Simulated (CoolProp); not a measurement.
C2F6 (R116) along the isobar 3.28 MPa: density (kg/m³) from the reference equation and from simpler models built on Tc = 293.0 K, pc = 3.048 MPa, ω = 0.257; each cubic takes its own stable root.

The numbers come from the reference Helmholtz-energy equation of state, Lemmon 2006 in CoolProp. It is a short technical equation, of lower accuracy than the large ones.

| T (K) | phase | reference |
|---|---|---|
| 236.3 | liquid | 1427 |
| 263.2 | liquid | 1263 |
| 290.2 | liquid | 968.2 |
| 317.2 | supercritical | 262.9 |
| 344.1 | supercritical | 204.7 |
| 371.1 | supercritical | 174.4 |
| 398 | supercritical | 154.4 |
| 425 | supercritical | 139.6 |

Question: How far does each simpler model (Redlich-Kwong, Peng-Robinson) lie from the reference over these 8 states: mean and median of the absolute difference, and the worst?

Answer: 
- Redlich-Kwong: mean 7.0 %, median 3.6 %, worst -17.9 % at 290.2 K and 3.28 MPa
- Peng-Robinson: mean 3.7 %, median 3.1 %, worst -7.5 % at 290.2 K and 3.28 MPa
